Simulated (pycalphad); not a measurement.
An equivalent pycalphad script:

```python
from pycalphad import Database, equilibrium, calculate, variables as v
import numpy as np
db = Database('COST507.tdb')
comps = ['CU', 'SI', 'VA']
phases = ['BCC_A2', 'CU19SI6_ETA', 'CU33SI7_DELTA', 'CU4SI_EPSILON', 'CU56SI11_GAMMA', 'DIAMOND_A4', 'FCC_A1', 'HCP_A3', 'LIQUID']
eq = equilibrium(db, comps, phases, {v.X('SI'): 0.0095, v.T: np.arange(2250, 499, -40), v.P: 101325, v.N: 1}, output=['HM', 'SM'])
```

Computed with pycalphad from the COST 507 light-alloy database (1999), at 1 atm. The database dates from 1999; later assessments differ in places, in temperatures and in the compounds included. Phase fractions are per mole of atoms. Diffusion is slow at the low end, where real alloys seldom reach equilibrium.

Results at three of the temperatures:

```
T = 1490.00 K, P = 101325 Pa, N = 1 mol of atoms
G = -83219 J/mol, H = 45912 J/mol, S = 86.66 J/(mol K)  (SER reference)
chemical potentials (J/mol): Cu -82712, Si -136016
phase             fraction      x(Cu)      x(Si)
LIQUID              1.0000     0.9905     0.0095
```

```
T = 1170.00 K, P = 101325 Pa, N = 1 mol of atoms
G = -58237 J/mol, H = 23896 J/mol, S = 70.20 J/(mol K)  (SER reference)
chemical potentials (J/mol): Cu -57891, Si -94246
phase             fraction      x(Cu)      x(Si)
FCC_A1              1.0000     0.9905     0.0095
```

```
T = 1010.00 K, P = 101325 Pa, N = 1 mol of atoms
G = -47337 J/mol, H = 19276 J/mol, S = 65.95 J/(mol K)  (SER reference)
chemical potentials (J/mol): Cu -47059, Si -76329
phase             fraction      x(Cu)      x(Si)
FCC_A1              1.0000     0.9905     0.0095
```

Changes of the phase set, refined by bisection:

| T (K) | phases above | phases below |
|---|---|---|
| 1350.1 | liquid | fcc + liquid |
| 1337.7 | fcc + liquid | fcc |

FCC_A1 is fcc. The hcp model here describes the intermediate κ phase of Cu-Si.
